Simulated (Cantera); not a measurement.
Mixture: C3H8 : O2 : N2 : H2O = 1 : 5.15 : 19.4 : 6 (molar parts), equivalence ratio 0.97, at 140000 Pa, adiabatic and at constant pressure. Ignition delay is the time to a rise of 400 K.

Detailed kinetics in Cantera: GRI-Mech 3.0 (53 species, 325 reactions). GRI-Mech 3.0 was tuned for natural gas; its chemistry of propane as a main component is partial and can be far from experiment.

Question: What does this change do: constant volume in place of constant pressure?

Answer: 
```json
[
 {"quantity": "delay at 1125 K", "before": "30.6 ms", "after": "29.4 ms"},
 {"quantity": "delay at 1225 K", "before": "3.96 ms", "after": "3.74 ms"},
 {"quantity": "delay at 1325 K", "before": "0.703 ms", "after": "0.657 ms"},
 {"quantity": "delay at 1425 K", "before": "0.175 ms", "after": "0.162 ms"},
 {"quantity": "delay at 1525 K", "before": "60.0 µs", "after": "54.4 µs"},
 {"quantity": "apparent activation energy between 1475 and 1575 K", "before": "180 kJ/mol", "after": "180 kJ/mol"}
]
```
